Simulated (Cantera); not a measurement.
A closed system holds: 1 mol MgCO3, 2.8 mol SO2, 3.6 mol CO2, at 1450 °C.

Cantera equilibrium calculation (NASA polynomials, part measured and part estimated; ideal gas, pure solids and liquids). Candidate condensed phases: C, Mg, MgCO3, MgO, MgS, MgSO4, S; 26 gas species. Kinetics and transport are ignored.

x: gas mole fraction; n: condensed amount in mol.

| P (Pa) | x CO2 | x SO2 | x CO | x O2 | x SO | x SO3 | n MgO(s) |
|---|---|---|---|---|---|---|---|
| 1000 | 0.611 | 0.376 | 0.00830 | 0.00434 | 0.000460 | 3.45e-5 | 1.00 |
| 3500 | 0.614 | 0.377 | ___ | ___ | ___ | ___ | 1.00 |
| 13000 | 0.617 | 0.377 | ___ | ___ | ___ | ___ | 1.00 |
| 45000 | 0.618 | 0.378 | 0.00239 | 0.00120 | 0.000131 | 0.000122 | 1.00 |
| 160000 | 0.620 | 0.378 | 0.00160 | 0.000752 | 8.78e-5 | 0.000183 | 1.00 |
| 560000 | 0.620 | 0.378 | 0.00111 | 0.000451 | 6.07e-5 | 0.000264 | 1.00 |
| 2000000 | 0.621 | 0.378 | 0.000802 | 0.000240 | 4.39e-5 | 0.000365 | 1.00 |

Task: Complete the blanks.

Result: 
- 3500, x CO: 0.00549
- 3500, x O2: 0.00286
- 3500, x SO: 0.000304
- 3500, x SO3: 5.26e-5
- 13000, x CO: 0.00357
- 13000, x O2: 0.00184
- 13000, x SO: 0.000197
- 13000, x SO3: 8.13e-5
